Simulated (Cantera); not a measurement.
Input: 1 mol PbO, 0.57 mol CH₄, a varied amount of N₂, equilibrated at 1125 K and 1.88 Torr.

Equilibrium computed with Cantera from the NASA thermochemical tables; the gas is ideal and each condensed phase is pure. Candidate condensed phases: C, C₆H₆, C₇H₈, C₈H₁₈, H₂O, Pb, PbO, PbO₂, Pb₃O₄; 139 gas species. Equilibrium is a limit: real reactors are often held back by kinetics, nucleation or transport.

Q: At 16 mol N₂, list the 4 most abundant gas species with their mole fractions, and the condensed phases.

A: N₂ 0.855, Pb 0.0534, H₂ 0.0452, CO 0.0232. Condensed: gas only.
